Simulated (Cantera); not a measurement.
Input (Python, Cantera) and output of one run.

```python
import numpy as np
import cantera as ct

gas_names = """
    H HNO HNO2 HNO3 HO2 H2 H2O H2O2 N NH NH2 NH3 NH2OH NO NO2 NO3 N2 N2H2 N2H4 N2O O OH O2 O3
""".split()
cond_names = """
    H2O(s) H2O(L)
""".split()


# ... load() reads the species with a 1 bar reference pressure and builds the phases ...
atoms = {
    'NH3': {'N': 1, 'H': 3},
    'H2': {'H': 2},
    'O2': {'O': 2},
    'H2O': {'H': 2, 'O': 1},
}
top_T = {}  # K; cautious upper limits of use, not melting points


# ... equilibrate(T, P, feed) seeds the gas with the atoms and calls Mixture.equilibrate('TP', solver="vcs", rtol=1e-11, max_steps=5000) ...
results = []
feed = {'NH3': 1, 'H2': 0.32, 'O2': 1, 'H2O': 0.92}  # mol
P = 230000  # Pa
for T in [1400, 1475, 1550, 1625, 1700, 1775, 1850, 1925, 2000, 2075, 2150, 2225]:
    mix = equilibrate(T, P, feed)
    results.append((T, P, feed, dict(zip(mix.species_names, mix.species_moles))))
    x = sorted(zip(gas.X, gas.species_names), reverse=True)
    print(f"T = {T:g} K  P = {P:g} Pa  gas = {mix.phase_moles(0):.4g} mol")
    print("   x: " + "  ".join(f"{s} {v:.3e}" for v, s in x if v > 1e-05))
    print("   condensed (mol): " + ("  ".join(f"{mix.phase(i).name} {mix.phase_moles(i):.4g}"
          for i in range(1, mix.n_phases) if mix.phase_moles(i) > 1e-12) or "none"))
```

Output:

```
T = 1400 K  P = 230000 Pa  gas = 3.33 mol
   x: H2O 8.228e-01  N2 1.501e-01  O2 2.696e-02  NO 1.133e-04  OH 4.292e-05
   condensed (mol): none
T = 1475 K  P = 230000 Pa  gas = 3.33 mol
   x: H2O 8.228e-01  N2 1.501e-01  O2 2.692e-02  NO 1.688e-04  OH 8.739e-05
   condensed (mol): none
T = 1550 K  P = 230000 Pa  gas = 3.33 mol
   x: H2O 8.227e-01  N2 1.500e-01  O2 2.687e-02  NO 2.420e-04  OH 1.661e-04  H2 1.196e-05
   condensed (mol): none
T = 1625 K  P = 230000 Pa  gas = 3.33 mol
   x: H2O 8.226e-01  N2 1.500e-01  O2 2.680e-02  NO 3.353e-04  OH 2.974e-04  H2 2.937e-05
   condensed (mol): none
T = 1700 K  P = 230000 Pa  gas = 3.331 mol
   x: H2O 8.224e-01  N2 1.499e-01  O2 2.670e-02  OH 5.056e-04  NO 4.511e-04  H2 6.668e-05
   condensed (mol): none
T = 1775 K  P = 230000 Pa  gas = 3.331 mol
   x: H2O 8.220e-01  N2 1.498e-01  O2 2.658e-02  OH 8.216e-04  NO 5.916e-04  H2 1.414e-04  O 1.029e-05
   condensed (mol): none
T = 1850 K  P = 230000 Pa  gas = 3.332 mol
   x: H2O 8.215e-01  N2 1.497e-01  O2 2.644e-02  OH 1.283e-03  NO 7.583e-04  H2 2.823e-04  O 2.068e-05
   condensed (mol): none
T = 1925 K  P = 230000 Pa  gas = 3.333 mol
   x: H2O 8.207e-01  N2 1.496e-01  O2 2.629e-02  OH 1.934e-03  NO 9.529e-04  H2 5.344e-04  O 3.934e-05  H 1.457e-05
   condensed (mol): none
T = 2000 K  P = 230000 Pa  gas = 3.334 mol
   x: H2O 8.194e-01  N2 1.494e-01  O2 2.615e-02  OH 2.826e-03  NO 1.177e-03  H2 9.640e-04  O 7.135e-05  H 3.329e-05
   condensed (mol): none
T = 2075 K  P = 230000 Pa  gas = 3.337 mol
   x: H2O 8.175e-01  N2 1.491e-01  O2 2.604e-02  OH 4.017e-03  H2 1.665e-03  NO 1.431e-03  O 1.240e-04  H 7.166e-05
   condensed (mol): none
T = 2150 K  P = 230000 Pa  gas = 3.34 mol
   x: H2O 8.147e-01  N2 1.488e-01  O2 2.600e-02  OH 5.570e-03  H2 2.760e-03  NO 1.719e-03  O 2.078e-04  H 1.461e-04
   condensed (mol): none
T = 2225 K  P = 230000 Pa  gas = 3.345 mol
   x: H2O 8.108e-01  N2 1.485e-01  O2 2.610e-02  OH 7.557e-03  H2 4.406e-03  NO 2.044e-03  O 3.370e-04  H 2.835e-04
   condensed (mol): none
```

Equilibrium computed with Cantera from the NASA thermochemical tables; the gas is ideal and each condensed phase is pure.
